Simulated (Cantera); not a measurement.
A Cantera script and what it prints.

```python
import numpy as np
import cantera as ct

gas_names = """
    CL CL2 H HCL H2 N NH NH2 NH3 N2 N2H2 N2H4 Si SiCL SiCL2 SiCL3 SiCL4 SiH SiHCL3 SiH2 SiH2CL2 SiH3
    SiH3CL SiH4 SiN Si2 Si2N Si3
""".split()
cond_names = """
    NH4CL(a) NH4CL(b) Si(cr) Si(L) Si3N4(a)
""".split()


# ... load() reads the species with a 1 bar reference pressure and builds the phases ...
atoms = {
    'Si3H8': {'Si': 3, 'H': 8},
    'Cl2': {'CL': 2},
    'N2': {'N': 2},
}
top_T = {'Si3N4(a)': 2400}  # K; cautious upper limits of use, not melting points


# ... equilibrate(T, P, feed) seeds the gas with the atoms and calls Mixture.equilibrate('TP', solver="vcs", rtol=1e-11, max_steps=5000) ...
results = []
feed = {'Si3H8': 1, 'Cl2': 0.73, 'N2': 25}  # mol
T = 1425  # K
P = 2500  # Pa
mix = equilibrate(T, P, feed)
results.append((T, P, feed, dict(zip(mix.species_names, mix.species_moles))))
x = sorted(zip(gas.X, gas.species_names), reverse=True)
print(f"T = {T:g} K  P = {P:g} Pa  gas = {mix.phase_moles(0):.4g} mol")
print("   x: " + "  ".join(f"{s} {v:.3e}" for v, s in x if v > 1e-06))
print("   condensed (mol): " + ("  ".join(f"{mix.phase(i).name} {mix.phase_moles(i):.4g}"
      for i in range(1, mix.n_phases) if mix.phase_moles(i) > 1e-12) or "none"))
```

Output:

```
T = 1425 K  P = 2500 Pa  gas = 27.74 mol
   x: N2 8.295e-01  H2 1.184e-01  HCL 5.160e-02  SiCL2 4.175e-04  SiCL3 4.103e-05  SiCL4 1.586e-05  H 1.485e-05  CL 5.298e-06  SiHCL3 2.847e-06
   condensed (mol): Si3N4(a) 0.9956
```

These are equilibrium values from Cantera (NASA tables, ideal gas, pure condensed phases), not measurements of a reactor. The feed counts by its element totals alone. N2 is the only nitrogen source here; it is nearly inert below about 1500 K, so the nitride shown seldom forms there in practice. The tables' values for SiCl3 are old estimates; treat these amounts as uncertain.
